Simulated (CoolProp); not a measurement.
A simple Rankine cycle with R113: condensing at 302.15 K, boiler at 0.362 MPa, turbine inlet 370.4 K, turbine efficiency 0.85, pump efficiency 0.6, no recuperator. Each further row changes one setting.

Values from CoolProp's reference Helmholtz-energy equation of state, Marx 1992.

| case | thermal efficiency (%) | net work (kJ/kg) | heat in (kJ/kg) | turbine exit temperature (K) | volume ratio over the turbine |
|---|---|---|---|---|---|
| as stated | 12.3 | ? | 193 | 329.9 | 6.69 |
| turbine inlet 390.4 K | 12.2 | 25.3 | ? | 349.5 | ? |
| condensing temperature 294.15 K | 13.7 | 27.4 | ? | 324.0 | 9.05 |
| boiler pressure 0.253 MPa | 10.2 | 19.9 | 194 | 338.1 | ? |
| turbine efficiency 0.75 | ? | ? | 193 | ? | 6.78 |

Q: Fill in the missing entries.

A: 
- as stated, net work (kJ/kg): 23.7
- turbine inlet 390.4 K, heat in (kJ/kg): 208
- turbine inlet 390.4 K, volume ratio over the turbine: 6.62
- condensing temperature 294.15 K, heat in (kJ/kg): 200
- boiler pressure 0.253 MPa, volume ratio over the turbine: 4.64
- turbine efficiency 0.75, thermal efficiency (%): 10.8
- turbine efficiency 0.75, net work (kJ/kg): 20.9
- turbine efficiency 0.75, turbine exit temperature (K): 334.0
